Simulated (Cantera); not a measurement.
A closed system holds: 1 mol c-C4F8, 0.082 mol CH4, held at 2948 K and 2.70 Pa.

These are equilibrium values from Cantera (NASA tables, ideal gas, pure condensed phases), not measurements of a reactor. Candidate condensed phases: C, C6H6, C7H8, C8H18; 95 gas species. The feed counts by its element totals alone. Rates play no part.

Base state: F 0.699, C 0.201, C3 0.0366, H 0.0248, C2 0.0208, CF 0.0128, HF 0.00461, C4 1.89e-5 (mole fractions); condensed: gas only.

Problem. What changes in the equilibrium state with this change: temperature from 2948 K to 3100 K?

Solution. 
```tsv
species	before	after
F	0.699	0.660
C	0.201	0.287
H	0.0248	0.0259
C3	0.0366	0.00735
CF	0.0128	0.00569
C2	0.0208	0.0125
C5	1.80e-5	6.71e-7
C4	1.89e-5	2.00e-6
CF2	1.84e-5	2.69e-6
```
